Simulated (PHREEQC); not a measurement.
Reverse-osmosis permeate: an equilibrium model

Model water analysis in mg/kgw, 20 °C, pH 6.33, pe 3:

```tsv
constituent	mg/kgw
Na	0.595
K	0.335
Ca	1.2
Mg	1.05
Cl	2.21
S(6) as SO4	1.37
Alkalinity as HCO3	4.9
Br	0.021
Fe(2)	0.0541
Mn(2)	0.00148
Sr	0.00179
Ba	0.00446
```

Valence states are taken as typed.

Model: ion-association model, phreeqc.dat, run in PHREEQC.

This is a speciation only: nothing precipitates in the calculation.

Question: Predict the charge-balance error.

Answer: charge-balance error 3.2 %.

Question: In which forms is C present?

Answer: CO2 52 %, HCO3- 47 % of the C.
